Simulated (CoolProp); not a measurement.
Vapour-liquid equilibrium of R13 (1) + R113 (2) at 259.1 K; x and y are mole fractions of (1).

Computed with CoolProp (multi-fluid Helmholtz-energy mixture model, Platzer 1990 and Marx 1992; pair parameters Bell 2016). This equation is an older, rougher fit; its heat capacities, sound speeds and derivatives of the liquid may be far off and weren't checked against measurements.

```csv
x,"bubble pressure, mixture model (bar)","bubble pressure, Raoult's law (bar)","y, mixture model","y, Raoult's law"
0.05,0.9877,0.7466,0.926,0.907
0.15,2.660,2.094,0.973,0.970
0.25,4.153,3.442,0.983,0.984
0.35,5.499,4.789,0.988,0.990
0.45,6.731,6.137,0.990,0.993
0.55,7.882,7.485,0.992,0.996
0.65,8.990,8.832,0.994,0.997
0.75,10.10,10.18,0.995,0.998
0.85,11.29,11.53,0.997,0.999
0.95,12.69,12.88,0.999,1.000
```

The largest gap from Raoult's law is +32.3 % in bubble pressure, at x = 0.05. No azeotrope shows between x = 0.05 and 0.95.

Pair parameters are fitted to limited data, so mixtures are less certain than the pure fluids. The gap from Raoult's law changes sign with composition, which may be real or a fault of the pair parameters; it wasn't checked against measurements.
